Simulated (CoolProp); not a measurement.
A Linde-Hampson liquefier for methane: isothermal reversible compression at 290 K from 1 atm to 25 MPa, throttling to 1 atm, return gas leaving the recuperator 10 K below the feed. Each further row changes one setting.

Computed with CoolProp (reference Helmholtz-energy equation of state, Setzmann 1991).

```
case                        liquid yield per pass  compression work (kJ/kg of gas)
--------------------------  ---------------------  -------------------------------
as stated                                   0.222                              774
high pressure 50 MPa                        0.249                              877
warm-end temperature 320 K                  0.165                              875
warm-end gap 15 K                           0.212                              774
```
